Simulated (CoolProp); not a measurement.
c-C4F8 (RC318) along the isotherm 254.8 K: Z from the reference equation and from simpler models built on Tc = 388.4 K, pc = 2778 kPa, ω = 0.355; each cubic takes its own stable root.

Values from CoolProp's reference Helmholtz-energy equation of state, Platzer 1990. This equation is an older, rougher fit; its heat capacities, sound speeds and derivatives of the liquid may be far off and weren't checked against measurements.

| p (kPa) | phase | reference |
|---|---|---|
| 534 | liquid | 0.03037 |
| 1070 | liquid | 0.06078 |
| 1600 | liquid | 0.09078 |
| 2140 | liquid | 0.1213 |
| 2670 | liquid | 0.1511 |
| 3200 | liquid | 0.1809 |
| 3740 | liquid | 0.2112 |
| 4270 | liquid | 0.2409 |
| 4810 | liquid | 0.2710 |
| 5340 | liquid | 0.3006 |
| 5880 | liquid | 0.3306 |
| 6410 | liquid | 0.3600 |
| 6940 | liquid | 0.3894 |

Problem. How far does each simpler model (van der Waals, Peng-Robinson) lie from the reference over these 13 states: mean and median of the absolute difference, and the worst?

Solution. 
- van der Waals: mean 58.8 %, median 58.6 %, worst +62.8 % at 254.8 K and 534 kPa
- Peng-Robinson: mean 6.6 %, median 6.6 %, worst -6.8 % at 254.8 K and 6940 kPa
